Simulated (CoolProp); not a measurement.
The numbers come from the reference Helmholtz-energy equation of state, Gedanitz 2015 in CoolProp.

Q: Give the vapour pressure (bar), liquid cp (kJ/(kg K)), surface tension (mN/m), liquid conductivity (mW/(m K)) of saturated cyclopentane at 411, 414.7 K.

A: 
| T (K) | p (bar) | liquid cp (kJ/(kg K)) | surface tension (mN/m) | liquid conductivity (mW/(m K)) |
|---|---|---|---|---|
| 411 | 9.34 | 2.47 | 7.70 | 88.0 |
| 414.7 | 10.0 | 2.49 | 7.31 | 86.9 |

Thermal conductivity comes from a separate model (Vassiliou 2015). Surface tension comes from a separate correlation (Mulero 2014).
